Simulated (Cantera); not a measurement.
Charge: 1 mol SiC, 0.28 mol H₂O, 480 mol N₂, 0.42 mol CO₂, equilibrated at 1000 Pa.

These are equilibrium values from Cantera (NASA tables, ideal gas, pure condensed phases), not measurements of a reactor. Candidate condensed phases: C, C₆H₆, C₇H₈, C₈H₁₈, H₂O, Si, SiC, SiO₂, Si₂N₂O, Si₃N₄; 151 gas species. N₂ is the only nitrogen source here; it is nearly inert below about 1500 K, so the nitride shown seldom forms there in practice. The numbers say what is thermodynamically allowed, not how fast it happens. All values below are at 1375 K.

Base state: N₂ 0.998, CO 0.00129, H₂ 0.000578 (mole fractions); condensed: C(graphite) + Si₂N₂O(s).

What changes in the equilibrium state with this change: CO₂ from 0.42 to 0.016 mol?


```tsv
species	before	after
N₂	0.998	0.999
H₂	0.000578	0.000578
CO	0.00129	0.000213
C(graphite), mol	0.795	0.329
Si₂N₂O(s), mol	0.500	0.210
SiC(s), mol	0	0.580
```
Mutual solubility and eutectic melting of coexisting phases are not modelled.
